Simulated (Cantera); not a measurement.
An isothermal, constant-pressure homogeneous reactor starts with 0.139 % CO, 0.556 % O2, 0.0635 % H2O, 99.2 % N2, equivalence ratio 0.12, at 1500 K and 10.0 bar.

Detailed kinetics in Cantera: GRI-Mech 3.0 (53 species, 325 reactions).

x: mole fraction; the columns are a selection and need not sum to one.

```
t (s)         x CO     x O2     x H2O     x N2O     x NO       x O      x OH
--------  --------  -------  --------  --------  -------  --------  --------
1.00e-6    0.00139  0.00556  0.000635    <1e-12   <1e-12  1.68e-10  7.37e-12
5.24e-6    0.00139  0.00556  0.000635    <1e-12   <1e-12  8.70e-10  5.58e-11
2.75e-5    0.00139  0.00556  0.000635  6.29e-12   <1e-12   4.48e-9  7.33e-10
0.000144   0.00139  0.00556  0.000635  2.04e-10   <1e-12   3.73e-8   1.71e-8
0.000756   0.00131  0.00550  0.000626   3.26e-7  2.61e-9   2.52e-5   1.24e-5
0.00397   0.000277  0.00499  0.000627   4.30e-6  6.07e-7   1.37e-5   1.29e-5
0.0208         ___  0.00487  0.000633       ___  1.10e-6       ___       ___
0.109      7.17e-8  0.00487  0.000635   5.68e-8  1.14e-6   1.08e-7   1.50e-6
0.572      3.10e-8  0.00487  0.000635   4.57e-8  1.15e-6   9.00e-8   1.37e-6
3.00       3.10e-8  0.00487  0.000635   4.57e-8  1.21e-6   9.00e-8   1.37e-6
```

Some entries are withheld; supply them.


- 0.0208, x CO: 7.79e-6
- 0.0208, x N2O: 1.04e-6
- 0.0208, x O: 1.09e-6
- 0.0208, x OH: 4.56e-6
